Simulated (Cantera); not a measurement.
Input (Python, Cantera):

```python
import numpy as np
import cantera as ct

gas = ct.Solution("gri30.yaml")
gas.TPX = 1225, 140000, {'CH3OH': 0.0044, 'O2': 0.018, 'N2': 1}
reactor = ct.IdealGasConstPressureReactor(gas, energy="off", clone=False)
net = ct.ReactorNet([reactor])
net.rtol, net.atol = 1e-08, 1e-18
show = ['CH3OH', 'O2', 'H2O2', 'O', 'NO2']
times = np.geomspace(0.0003, 9, 11)

steps = ct.SolutionArray(gas, extra=["t"])
rows = []
print(f"{'t/s':>10s}{'T/K':>9s}{'P/Pa':>11s}" + "".join(f"{s:>11s}" for s in show))
for t in times:
    while net.time < t:
        t_next = net.step()
        steps.append(gas.state, t=t_next)
    rows.append([np.interp(t, steps.t, y) for y in (steps.T, steps.P, *steps(*show).X.T)])
    print(f"{t:10.3e}{rows[-1][0]:9.1f}{rows[-1][1]:11.4g}" + "".join(f"{x:11.3e}" for x in rows[-1][2:]))
rate = np.gradient(steps.T, steps.t)
print("integrator steps:", len(steps.t))
if steps.T.max() > steps.T[0] + 200:
    print(f"time of steepest temperature rise: {steps.t[rate.argmax()]:.4e} s")
gas.TPX = 1225, 140000, {'CH3OH': 0.0044, 'O2': 0.018, 'N2': 1}
gas.equilibrate("TP")
print(f"equilibrium (TP): T = {gas.T:.1f} K  " + "  ".join(f"{s} {gas[s].X[0]:.3e}" for s in show))
```

Output:

```
       t/s      T/K       P/Pa      CH3OH         O2       H2O2          O        NO2
 3.000e-04   1225.0    1.4e+05  4.303e-03  1.761e-02  1.424e-10  2.680e-10  3.305e-20
 8.411e-04   1225.0    1.4e+05  4.302e-03  1.760e-02  2.125e-09  3.235e-10  9.190e-19
 2.358e-03   1225.0    1.4e+05  4.298e-03  1.760e-02  2.661e-08  5.192e-10  3.005e-17
 6.611e-03   1225.0    1.4e+05  4.255e-03  1.758e-02  4.820e-07  2.595e-09  1.865e-15
 1.853e-02   1225.0    1.4e+05  8.362e-15  1.198e-02  1.750e-07  7.397e-05  5.517e-10
 5.196e-02   1225.0    1.4e+05  1.741e-19  1.116e-02  1.575e-08  2.824e-06  3.828e-09
 1.457e-01   1225.0    1.4e+05 -2.133e-20  1.113e-02  1.978e-09  2.653e-07  3.900e-09
 4.084e-01   1225.0    1.4e+05 -3.267e-19  1.113e-02  3.186e-10  3.877e-08  1.743e-09
 1.145e+00   1225.0    1.4e+05 -3.859e-20  1.113e-02  8.863e-11  1.058e-08  8.040e-10
 3.210e+00   1225.0    1.4e+05  3.370e-21  1.113e-02  4.576e-11  5.427e-09  6.508e-10
 9.000e+00   1225.0    1.4e+05 -1.435e-19  1.113e-02  3.246e-11  3.833e-09  6.379e-10
integrator steps: 2332
equilibrium (TP): T = 1225.0 K  CH3OH 1.251e-35  O2 1.110e-02  H2O2 3.194e-11  O 3.771e-09  NO2 2.469e-07
```

Model: GRI-Mech 3.0 (53 species, 325 reactions), integrated in Cantera. GRI-Mech 3.0 was tuned for natural gas; its chemistry of methanol as a main component is partial and can be far from experiment.
